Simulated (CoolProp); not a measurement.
A closed Brayton cycle with nitrogen: compressor inlet 329.15 K and 1.3 MPa, high pressure 3.57 MPa, turbine inlet 775 K, compressor efficiency 0.8, turbine efficiency 0.9, recuperator effectiveness 0.9 (on enthalpy, no pinch check). Each further row changes one setting.

The numbers come from the reference Helmholtz-energy equation of state, Span 2000 in CoolProp.

```csv
case,thermal efficiency (%),net work (kJ/kg),compressor to turbine work,compressor exit (K),turbine exit (K)
as stated,20.3,40.8,0.78,466.7,607.7
turbine inlet 725 K,15.5,28.6,0.83,466.7,567.1
compressor inlet 339.15 K,18.2,36.3,0.80,480.7,607.7
high pressure 3.03 MPa,22.5,40.4,0.74,441.7,632.3
recuperator effectiveness 0.5,15.6,40.8,0.78,466.7,607.7
```
